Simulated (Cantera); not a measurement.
## Silicon nitride deposition: SiCl4 + NH3 + H2 + N2

Feed: 1 mol SiCl4, 0.66 mol NH3, 3.7 mol H2, 9.9 mol N2, held at 2025 K and 1.40 mbar.

Method: chemical equilibrium by Gibbs-energy minimisation in Cantera with the NASA 1993 tables (ideal gas, pure condensed phases). Candidate condensed phases: NH4Cl, Si, Si3N4; 28 gas species. The tables' values for SiCl, SiCl3, SiN are old estimates; treat these amounts as uncertain. Equilibrium is a limit: real reactors are often held back by kinetics, nucleation or transport.

```yaml
x(N2): 0.588
x(H2): 0.195
x(HCl): 0.127
x(SiCl2): 0.0446
x(H): 0.0227
x(Cl): 0.0110
x(Si): 0.00970
x(SiCl): 0.00275
x(SiH): 0.000103
gas_amount: 17.41 mol
log10 activity of Si(l) (absent): -0.63
```
